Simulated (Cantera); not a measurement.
Input (Python, Cantera):

```python
import numpy as np
import cantera as ct

gas = ct.Solution("gri30.yaml")
gas.TPX = 625, 98000, {'CH3OH': 1, 'O2': 1, 'N2': 3.76, 'CO2': 0.15}
flame = ct.FreeFlame(gas, width=0.041)
flame.set_refine_criteria(ratio=3, slope=0.08, curve=0.16)
flame.transport_model = "mixture-averaged"
flame.solve(loglevel=0, auto=True)
flame.transport_model = "multicomponent"
flame.soret_enabled = True
flame.solve(loglevel=0, refine_grid=True)
z, T = flame.grid, flame.T
thick = (T[-1] - T[0]) / np.gradient(T, z).max()
show = ['CH3OH', 'O2', 'CO2', 'HCO', 'CH4', 'H']
print(f"laminar burning velocity  {flame.velocity[0] * 100:.3f} cm/s")
print(f"burnt temperature         {T[-1]:.1f} K")
print(f"thermal thickness         {thick * 1e3:.4f} mm")
print(f"grid points               {len(z)}")
z0 = z[flame.heat_release_rate.argmax()]
print(f"{'z/mm':>9s}{'T/K':>9s}{'u/(m/s)':>9s}" + "".join(f"{s:>11s}" for s in show))
rows = []
for k in (-3, -2, -1.5, -1, -0.5, -0.25, 0, 0.25, 0.5, 1, 2, 4, 8):
    zz = z0 + k * thick
    rows.append([k * thick, np.interp(zz, z, T), np.interp(zz, z, flame.velocity),
                 *(np.interp(zz, z, flame.X[gas.species_index(s)]) for s in show)])
    print(f"{rows[-1][0] * 1e3:9.3f}{rows[-1][1]:9.1f}{rows[-1][2]:9.3f}" + "".join(f"{x:11.3e}" for x in rows[-1][3:]))
```

Output:

```
laminar burning velocity  141.146 cm/s
burnt temperature         2141.8 K
thermal thickness         0.2421 mm
grid points               139
     z/mm      T/K  u/(m/s)      CH3OH         O2        CO2        HCO        CH4          H
   -0.726    625.3    1.418  1.685e-01  1.685e-01  2.528e-02  2.376e-16  1.687e-07  6.605e-15
   -0.484    629.2    1.435  1.674e-01  1.670e-01  2.516e-02  1.840e-14  1.768e-06  3.685e-13
   -0.363    642.6    1.477  1.657e-01  1.647e-01  2.509e-02  4.699e-13  6.864e-06  1.369e-11
   -0.242    718.4    1.680  1.584e-01  1.562e-01  2.530e-02  8.017e-11  3.381e-05  3.020e-09
   -0.121   1052.3    2.579  1.171e-01  1.223e-01  2.772e-02  3.815e-07  1.619e-04  3.267e-06
   -0.061   1386.1    3.548  6.402e-02  8.641e-02  3.165e-02  5.307e-05  3.108e-04  1.542e-04
    0.000   1722.2    4.611  1.089e-02  4.990e-02  3.835e-02  4.276e-04  4.392e-04  2.553e-03
    0.061   1850.3    5.013  2.519e-04  2.765e-02  4.679e-02  8.475e-05  2.287e-04  9.038e-03
    0.121   1887.8    5.108  1.611e-06  1.443e-02  5.514e-02  3.263e-06  5.119e-05  1.393e-02
    0.242   1926.4    5.189  6.653e-09  4.985e-03  6.657e-02  4.848e-07  1.483e-06  1.674e-02
    0.484   1967.3    5.273  1.382e-11  2.301e-03  7.457e-02  3.594e-07  2.896e-09  1.556e-02
    0.968   2012.8    5.377  1.199e-14  1.468e-03  7.646e-02  2.770e-07  4.878e-13  1.241e-02
    1.937   2059.5    5.486  9.873e-15  8.146e-04  7.616e-02  1.949e-07  2.085e-13  8.754e-03
```

Computed with Cantera and GRI-Mech 3.0 (53 species, 325 reactions). GRI-Mech 3.0 was tuned for natural gas; its chemistry of methanol as a main component is partial and can be far from experiment. Burning velocities carry a grid error of a few per cent, more on coarse grids.
